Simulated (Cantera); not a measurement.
A freely propagating, adiabatic, planar premixed flame of CO : H₂ : O₂ : N₂ : H₂O = 1 : 0.038 : 0.371 : 1.39 : 0.057 (molar parts), equivalence ratio 1.4, unburnt at 348 K and 760 Torr; mixture-averaged transport, grid criteria slope 0.08 and curve 0.16, no radiation.

Detailed kinetics in Cantera: GRI-Mech 3.0 (53 species, 325 reactions). Burning velocities carry a grid error of a few per cent, more on coarse grids.

Question: How do the results move with these cheaper or finer settings: unity-Lewis-number transport; multicomponent transport; multicomponent+Soret transport; grid criteria slope 0.5, curve 1; grid criteria slope 0.25, curve 0.5; grid criteria slope 0.03, curve 0.06?

Answer: 
```tsv
setting	laminar burning velocity	thermal thickness	peak x(HO₂)	grid points	grid points
as above	72.8 cm/s	0.607 mm	0.000329	127	127
unity-Lewis-number transport	49.0 cm/s	0.581 mm	0.000143	112	112
multicomponent transport	72.3 cm/s	0.608 mm	0.000329	127	127
multicomponent+Soret transport	68.6 cm/s	0.617 mm	0.000318	127	127
grid criteria slope 0.5, curve 1	72.5 cm/s	0.737 mm	0.000290	40	40
grid criteria slope 0.25, curve 0.5	72.2 cm/s	0.654 mm	0.000316	56	56
grid criteria slope 0.03, curve 0.06	72.9 cm/s	0.597 mm	0.000333	293	293
```
The base run took roughly 7 core-seconds.
Unity Lewis numbers drop preferential diffusion, which matters most where H2 and H carry the flame; Soret adds thermal diffusion.
